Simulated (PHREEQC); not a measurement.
A made-up water analysis in mmol/kgw, 20 °C, pH 2.51, pe 9.9:

```tsv
constituent	mmol/kgw
Na	1.16
K	0.415
Ca	6.13
Mg	1.07
Cl	4.12
S(6)	9.04
Pb	0.0711
Zn	0.0481
Fe(3)	0.0493
Mn(2)	0.00171
```

Cl is adjusted to close the charge balance.
Valence states are taken as typed.

Model: ion-association model, phreeqc.dat, run in PHREEQC.

Q: The ionic strength comes out as 0.0278 mol/kgw. What activity coefficients do Fe+3, NaSO4-, KSO4-, Mn+2, FeSO4+ get?

A: Fe+3 0.31, NaSO4- 0.86, KSO4- 0.86, Mn+2 0.56, FeSO4+ 0.86.

Precipitation was switched off in this run. Saturation is exceeded, for instance for Anglesite, Hematite (slow to form); the values hold only as long as no solid forms. Species that the database lacks are ignored.
